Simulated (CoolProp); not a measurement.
Vapour-liquid equilibrium of R143a (1) + isobutane (2) at 496 kPa; x and y are mole fractions of (1).

Model: multi-fluid Helmholtz-energy mixture model, Lemmon and Jacobsen 2000 and Bücker 2006; pair parameters Bell 2016, in CoolProp.

| x | bubble temperature, mixture model (°C) | bubble temperature, Raoult's law (°C) | y, mixture model | y, Raoult's law |
|---|---|---|---|---|
| 0.05 | 26.0 | 33.1 | 0.278 | 0.156 |
| 0.125 | 14.9 | 27.3 | 0.500 | 0.338 |
| 0.2 | 8.4 | 22.4 | 0.611 | 0.476 |
| 0.275 | 4.3 | 18.1 | 0.675 | 0.583 |
| 0.35 | 1.7 | 14.3 | 0.716 | 0.668 |
| 0.425 | -0.2 | 10.9 | 0.746 | 0.736 |
| 0.5 | -1.6 | 7.9 | 0.770 | 0.793 |
| 0.575 | -2.8 | 5.1 | 0.793 | 0.839 |
| 0.65 | -3.8 | 2.6 | 0.816 | 0.879 |
| 0.725 | -4.7 | 0.2 | 0.842 | 0.912 |
| 0.8 | -5.5 | -1.9 | 0.872 | 0.941 |
| 0.875 | -6.2 | -3.9 | 0.909 | 0.966 |
| 0.95 | -6.8 | -5.8 | 0.958 | 0.987 |

The largest gap from Raoult's law is -14.0 K in bubble temperature, at x = 0.2. No azeotrope shows between x = 0.05 and 0.95.

The pair parameters rest on a limited set of measurements; away from them the model extrapolates. With so large a gap from Raoult's law the liquid may split in two, which this calculation doesn't test in full.
